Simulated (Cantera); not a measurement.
An isothermal, constant-pressure homogeneous reactor starts with 40.0 % C2H4, 60.0 % H2, at 1150 K and 390 Pa.

Computed with Cantera and GRI-Mech 3.0 (53 species, 325 reactions). GRI-Mech 3.0 was tuned for natural gas; its chemistry of ethylene as a main component is partial and can be far from experiment. GRI-Mech 3.0 stops at C3 and has no aromatics, soot or wall deposition, so with more carbon than oxygen in the feed, carbon stays in small species such as C2H2 where larger ones or solid carbon would form. Radical loss at walls, strong at low pressure, is not modelled.

x: mole fraction; the columns are a selection and need not sum to one.

```
t (s)     x C2H4   x H2         x H      x C2H2   x CH2
--------  ------  -----  ----------  ----------  ------
2.00e-6    0.400  0.600      <1e-12    2.08e-10  <1e-12
1.78e-5    0.400  0.600      <1e-12  (withheld)  <1e-12
0.000159   0.400  0.600    1.55e-12     1.65e-8  <1e-12
0.00142    0.400  0.600    1.22e-11     1.47e-7  <1e-12
0.0126     0.400  0.600    1.25e-10     1.32e-6  <1e-12
0.113      0.400  0.600     1.14e-9     1.18e-5  <1e-12
1.01       0.400  0.600     1.08e-8    0.000109  <1e-12
8.97       0.397  0.601  (withheld)  (withheld)  <1e-12
80.0       0.276  0.635     1.77e-6      0.0881  <1e-12
```

### Question
Fill in the missing entries.

### Answer

- 1.78e-5, x C2H2: 1.85e-9
- 8.97, x H: 5.51e-7
- 8.97, x C2H2: 0.00232
